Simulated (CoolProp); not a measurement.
Vapour-liquid equilibrium of isobutene (1) + acetone (2) at 349.6 K; x and y are mole fractions of (1).

The numbers come from the multi-fluid Helmholtz-energy mixture model, Lemmon 2005 and Lemmon 2006; pair parameters Bell 2016 in CoolProp.

| x | bubble pressure (MPa) | y at the bubble point | dew pressure at overall composition x (MPa) | liquid density (mol/L) |
|---|---|---|---|---|
| 0.05 | 0.2885 | 0.339 | 0.2041 | 12.28 |
| 0.125 | 0.4170 | 0.560 | 0.2211 | 12.00 |
| 0.2 | 0.5279 | 0.666 | 0.2409 | 11.72 |
| 0.275 | 0.6216 | 0.729 | 0.2645 | 11.45 |
| 0.35 | 0.6998 | 0.771 | 0.2930 | 11.17 |
| 0.425 | 0.7655 | 0.801 | 0.3282 | 10.91 |
| 0.5 | 0.8218 | 0.826 | 0.3726 | 10.65 |
| 0.575 | 0.8717 | 0.847 | 0.4302 | 10.39 |
| 0.65 | 0.9181 | 0.867 | 0.5076 | 10.15 |
| 0.725 | 0.9632 | 0.888 | 0.6147 | 9.911 |
| 0.8 | 1.009 | 0.912 | 0.7627 | 9.689 |
| 0.875 | 1.055 | 0.939 | 0.9352 | 9.484 |
| 0.95 | 1.103 | 0.973 | 1.072 | 9.297 |

No azeotrope shows between x = 0.05 and 0.95.

The pair parameters rest on a limited set of measurements; away from them the model extrapolates.
